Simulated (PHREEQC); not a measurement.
Solution (25 °C): 0.22 mol KHSO4 per kg of water. Closed to the air; pH follows from the charge balance.

Computed with PHREEQC (ion-association model, phreeqc.dat).

This is a speciation only: nothing precipitates in the calculation.

Question: Estimate the pH, density.

Answer: pH 1.18; density 1.018 g/cm³.

Question: In which forms is S present?

Answer: HSO4- 61 %, SO4-2 29 %, KSO4- 9.2 % of the S.

Species that the database lacks are ignored.
